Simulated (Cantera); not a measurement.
What does this Cantera script print?

```python
import numpy as np
import cantera as ct

gas_names = """
    H HO2 H2 H2O H2O2 O OH O2 O3 Pb PbO Pb2
""".split()
cond_names = """
    H2O(s) H2O(L) Pb(cr) Pb(L) PbO(rd) PbO(yw) PbO(L) PbO2(s) Pb3O4(s)
""".split()


# ... load() reads the species with a 1 bar reference pressure and builds the phases ...
atoms = {
    'Pb': {'Pb': 1},
    'O2': {'O': 2},
    'H2': {'H': 2},
}
top_T = {'Pb3O4(s)': 820}  # K; cautious upper limits of use, not melting points


# ... equilibrate(T, P, feed) seeds the gas with the atoms and calls Mixture.equilibrate('TP', solver="vcs", rtol=1e-11, max_steps=5000) ...
results = []
P = 1000  # Pa
for T in [575, 675, 775, 875, 975, 1075, 1175, 1275, 1375, 1475, 1575]:
    for m in [0.019, 0.029, 0.046, 0.071, 0.11, 0.17, 0.27, 0.41, 0.64]:
        feed = {'Pb': 1, 'O2': m, 'H2': 0.59}  # mol
        mix = equilibrate(T, P, feed)
        results.append((T, P, feed, dict(zip(mix.species_names, mix.species_moles))))

for T, P, feed, n in results:
    print(f"{T:7g} {feed['O2']:10.4g}  " + (" + ".join(c for c in cond_names if n.get(c, 0) > 1e-12) or "gas only"))
```

It prints:

```
    575      0.019  Pb(cr)
    575      0.029  Pb(cr)
    575      0.046  Pb(cr)
    575      0.071  Pb(cr)
    575       0.11  Pb(cr)
    575       0.17  Pb(cr)
    575       0.27  Pb(cr)
    575       0.41  Pb(cr) + PbO(rd)
    575       0.64  Pb(cr) + PbO(rd)
    675      0.019  Pb(L)
    675      0.029  Pb(L)
    675      0.046  Pb(L)
    675      0.071  Pb(L)
    675       0.11  Pb(L)
    675       0.17  Pb(L)
    675       0.27  Pb(L)
    675       0.41  Pb(L) + PbO(rd)
    675       0.64  Pb(L) + PbO(rd)
    775      0.019  Pb(L)
    775      0.029  Pb(L)
    775      0.046  Pb(L)
    775      0.071  Pb(L)
    775       0.11  Pb(L)
    775       0.17  Pb(L)
    775       0.27  Pb(L)
    775       0.41  Pb(L) + PbO(yw)
    775       0.64  Pb(L) + PbO(yw)
    875      0.019  Pb(L)
    875      0.029  Pb(L)
    875      0.046  Pb(L)
    875      0.071  Pb(L)
    875       0.11  Pb(L)
    875       0.17  Pb(L)
    875       0.27  Pb(L)
    875       0.41  Pb(L) + PbO(yw)
    875       0.64  Pb(L) + PbO(yw)
    975      0.019  Pb(L)
    975      0.029  Pb(L)
    975      0.046  Pb(L)
    975      0.071  Pb(L)
    975       0.11  Pb(L)
    975       0.17  Pb(L)
    975       0.27  Pb(L)
    975       0.41  Pb(L) + PbO(yw)
    975       0.64  Pb(L) + PbO(yw)
   1075      0.019  Pb(L)
   1075      0.029  Pb(L)
   1075      0.046  Pb(L)
   1075      0.071  Pb(L)
   1075       0.11  Pb(L)
   1075       0.17  Pb(L)
   1075       0.27  Pb(L)
   1075       0.41  Pb(L) + PbO(yw)
   1075       0.64  Pb(L) + PbO(yw)
   1175      0.019  Pb(L)
   1175      0.029  Pb(L)
   1175      0.046  Pb(L)
   1175      0.071  Pb(L)
   1175       0.11  Pb(L)
   1175       0.17  Pb(L)
   1175       0.27  Pb(L)
   1175       0.41  Pb(L) + PbO(L)
   1175       0.64  Pb(L) + PbO(L)
   1275      0.019  Pb(L)
   1275      0.029  Pb(L)
   1275      0.046  Pb(L)
   1275      0.071  Pb(L)
   1275       0.11  Pb(L)
   1275       0.17  Pb(L)
   1275       0.27  Pb(L)
   1275       0.41  Pb(L) + PbO(L)
   1275       0.64  Pb(L) + PbO(L)
   1375      0.019  gas only
   1375      0.029  gas only
   1375      0.046  gas only
   1375      0.071  gas only
   1375       0.11  gas only
   1375       0.17  gas only
   1375       0.27  gas only
   1375       0.41  gas only
   1375       0.64  PbO(L)
   1475      0.019  gas only
   1475      0.029  gas only
   1475      0.046  gas only
   1475      0.071  gas only
   1475       0.11  gas only
   1475       0.17  gas only
   1475       0.27  gas only
   1475       0.41  gas only
   1475       0.64  gas only
   1575      0.019  gas only
   1575      0.029  gas only
   1575      0.046  gas only
   1575      0.071  gas only
   1575       0.11  gas only
   1575       0.17  gas only
   1575       0.27  gas only
   1575       0.41  gas only
   1575       0.64  gas only
```

Equilibrium computed with Cantera from the NASA thermochemical tables; the gas is ideal and each condensed phase is pure. Each liquid is taken as pure. Mutual solubility and eutectic melting of coexisting phases are not modelled.
